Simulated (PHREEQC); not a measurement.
Solution A (14 mmol/kgw ZnCl2 and 0.36 mmol/kgw MnSO4) is mixed with solution B (0.034 mol MnSO4, 0.00063 mol CaCl2 and 0.14 mol HCl per kg of water) at 20 °C; shares are by mass of water, 1 kg in all. No oxygen is let in. No CO2 enters from the air. The run lets Gypsum, Portlandite, Pyrochroite, Zn(OH)2-a, Zn4(OH)6SO4, Zn5(OH)8Cl2, Goslarite precipitate or redissolve, and no other solid.

Computed with PHREEQC (ion-association model, wateq4f.dat).

```csv
share of solution B,pH,Zn+2 (mol/kgw),Ca+2 (mol/kgw),Mn+2 (mol/kgw)
0,5.51,0.0134,0,0.000338
0.1,1.95,0.0113,5.89e-5,0.00330
0.2,1.67,0.00965,0.000114,0.00608
0.3,1.51,___,___,0.00877
0.4,1.40,0.00697,0.000220,0.0114
0.5,___,0.00574,___,___
0.6,___,0.00455,0.000322,0.0165
0.7,1.17,0.00339,0.000372,0.0191
0.8,1.12,0.00225,0.000422,0.0215
0.9,1.08,0.00112,___,0.0240
1,1.03,0,0.000519,0.0264
```

Question: What belongs in the gaps?

Answer: 
- 0.3, Zn+2 (mol/kgw): 0.00826
- 0.3, Ca+2 (mol/kgw): 0.000168
- 0.5, pH: 1.31
- 0.5, Ca+2 (mol/kgw): 0.000271
- 0.5, Mn+2 (mol/kgw): 0.0140
- 0.6, pH: 1.24
- 0.9, Ca+2 (mol/kgw): 0.000471

Species that the database lacks are ignored.
